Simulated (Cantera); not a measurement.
Charge: 1 mol SiC, 0.13 mol H2O, 50 mol N2, at 3830 Torr.

Cantera equilibrium calculation (NASA polynomials, part measured and part estimated; ideal gas, pure solids and liquids). Candidate condensed phases: C, C6H6, C7H8, C8H18, H2O, Si, SiC, SiO2, Si2N2O, Si3N4; 151 gas species. N2 is the only nitrogen source here; it is nearly inert below about 1500 K, so the nitride shown seldom forms there in practice. Mutual solubility and eutectic melting of coexisting phases are not modelled. The tables' values for SiN are old estimates; treat these amounts as uncertain. Kinetics and transport are ignored.

log p: log10 of the partial pressure in bar; n: condensed amount in mol.

| T (°C) | log p N2 | log p H2 | log p CO | log p SiO | log p HCN | log p H | log p Si | n C(graphite) | n Si2N2O(s) | n Si3N4(s) | n SiC(s) |
|---|---|---|---|---|---|---|---|---|---|---|---|
| 727 | 0.71 | -1.87 | -9.55 | <-11 | -5.87 | -9.58 | <-11 | 1.000 | 0.130 | 0.247 | 0 |
| 827 | 0.71 | -1.87 | -7.98 | <-11 | -5.24 | -8.52 | <-11 | 1.000 | 0.130 | 0.247 | 0 |
| 927 | 0.71 | -1.87 | -6.67 | <-11 | -4.71 | -7.64 | <-11 | 1.000 | 0.130 | 0.247 | 0 |
| 1027 | 0.71 | -1.87 | -5.57 | -10.84 | -4.27 | -6.89 | <-11 | 0.999 | 0.130 | 0.247 | 0 |
| 1127 | 0.71 | -1.88 | … | … | … | … | <-11 | 0.998 | 0.130 | 0.247 | 0 |
| 1227 | 0.71 | -1.88 | … | … | … | … | <-11 | 0.996 | 0.129 | 0.248 | 0 |
| 1327 | 0.71 | -1.88 | -3.11 | -6.48 | -3.28 | -5.21 | -9.83 | 0.987 | 0.122 | 0.252 | 0 |
| 1427 | 0.71 | -1.89 | -2.48 | -5.38 | -3.03 | -4.78 | -8.51 | 0.958 | 0.0978 | 0.268 | 0 |
| 1527 | 0.71 | -1.90 | -1.93 | -4.40 | -2.81 | -4.40 | -7.34 | 0.869 | 0.0146 | 0.323 | 0 |
| 1627 | 0.71 | -1.92 | -1.88 | -3.95 | -2.66 | -4.06 | -6.29 | 0 | 0 | 0.0502 | 0.848 |
| 1727 | 0.71 | -1.92 | -1.89 | -3.39 | -2.71 | -3.75 | -5.35 | 0 | 0 | 0.0475 | 0.853 |
| 1827 | 0.71 | -1.92 | -1.92 | -2.90 | -2.75 | -3.47 | -4.51 | 0 | 0 | 0.0412 | 0.864 |
| 1927 | 0.71 | -1.92 | -1.99 | -2.51 | -2.79 | -3.21 | -3.74 | 0 | 0 | 0.0278 | 0.883 |

Some entries are withheld; supply them.


- 1227, log p CO: -3.82
- 1227, log p SiO: -7.74
- 1227, log p HCN: -3.56
- 1227, log p H: -5.69
- 1127, log p CO: -4.63
- 1127, log p SiO: -9.18
- 1127, log p HCN: -3.89
- 1127, log p H: -6.25
